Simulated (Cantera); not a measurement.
Charge: 1 mol B₂H₆, 1.9 mol NH₃, 160 mol H₂, equilibrated at 1473.15 K and 0.133 bar.

Equilibrium computed with Cantera from the NASA thermochemical tables; the gas is ideal and each condensed phase is pure. Candidate condensed phases: B, BN; 15 gas species. The feed counts by its element totals alone. Mutual solubility and eutectic melting of coexisting phases are not modelled. Rates play no part.

Base state: H₂ 1.000, H 3.47e-5 (mole fractions); condensed: B(s) + BN(s).

Q: What changes in the equilibrium state with this change: B₂H₆ replaced by BF₃?

A: 
| species | before | after |
|---|---|---|
| H₂ | 1.000 | 0.985 |
| HF | 0 | 0.00624 |
| N₂ | 1.97e-8 | 0.00480 |
| BF₃ | 0 | 0.00370 |
| BHF₂ | 0 | 0.000373 |
| BF₂ | 0 | 5.75e-5 |
| H | 3.47e-5 | 3.44e-5 |
| B(s), mol | 0.0984 | 0 |
| BN(s), mol | 1.90 | 0.319 |
The tables' values for BF₂ are old estimates; treat these amounts as uncertain.
